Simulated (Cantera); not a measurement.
A freely propagating, adiabatic, planar premixed flame of CO : H2 : CH4 : O2 : N2 = 1 : 0.41 : 0.031 : 0.548 : 1.59 (molar parts), unburnt at 375 K and 3900 Torr; mixture-averaged transport, grid criteria slope 0.08 and curve 0.16, no radiation.

Detailed kinetics in Cantera: GRI-Mech 3.0 (53 species, 325 reactions). Burning velocities carry a grid error of a few per cent, more on coarse grids.

**Question.** Predict: laminar burning velocity; thermal thickness; peak x(OH).

**Answer.** laminar burning velocity: 164 cm/s
thermal thickness: 0.0580 mm
peak x(OH): 0.0116
